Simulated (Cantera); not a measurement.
What does this Cantera script print?

```python
import numpy as np
import cantera as ct

gas = ct.Solution("gri30.yaml")


def delay(T, t_max=10):
    gas.TPX = T, 33000, {'CH4': 1, 'H2': 0.28, 'O2': 1.26, 'N2': 4.73}
    reactor = ct.IdealGasReactor(gas, clone=False)
    net = ct.ReactorNet([reactor])
    net.rtol, net.atol = 1e-8, 1e-16
    while net.time < t_max:
        t_old, T_old = net.time, reactor.T
        net.step()
        if reactor.T > T + 400:  # ignition: a rise of 400 K
            return t_old + (T + 400 - T_old) / (reactor.T - T_old) * (net.time - t_old)
    return np.nan


taus = []
for T in [1275, 1375, 1475, 1575, 1675, 1775, 1875, 1975, 2075, 2175]:
    taus.append(delay(T))
    print(f"T0 = {T:6g} K   tau = {taus[-1]:.4e} s")
```

It prints:

```
T0 =   1275 K   tau = 7.2262e-03 s
T0 =   1375 K   tau = 2.8676e-03 s
T0 =   1475 K   tau = 1.3046e-03 s
T0 =   1575 K   tau = 6.6900e-04 s
T0 =   1675 K   tau = 3.7336e-04 s
T0 =   1775 K   tau = 2.2074e-04 s
T0 =   1875 K   tau = 1.3641e-04 s
T0 =   1975 K   tau = 8.7581e-05 s
T0 =   2075 K   tau = 5.8275e-05 s
T0 =   2175 K   tau = 4.0138e-05 s
```

Computed with Cantera and GRI-Mech 3.0 (53 species, 325 reactions).
